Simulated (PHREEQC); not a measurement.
Make-up at 25 °C: 0.21 mol CuCl2, 0.0036 mol H2SO4 and 0.0087 mol H3BO3 per kg of water. It is in equilibrium with CO2 at log p = 0 (atm). Otherwise closed; pH follows from the charge balance.

The numbers come from PHREEQC with the ion-association model, phreeqc.dat.

```yaml
pH: 2.27
ionic_strength: 0.543 mol/kgw
activity_of_water: 0.989
density: 1.023 g/cm³
total_alkalinity: -7.20 meq/kg
```

```csv
species,molality,activity,log γ
Cl-,0.374,0.241,-0.191
Cu+2,0.165,0.0401,-0.613
CuCl+,0.0404,0.0260,-0.191
CO2,0.0299,0.0338,0.054
H3BO3,0.00870,0.00986,0.054
H+,0.00708,0.00539,-0.118
CuCl2,0.00297,0.00336,0.054
```

Precipitation was switched off in this run. Species that the database lacks are ignored.
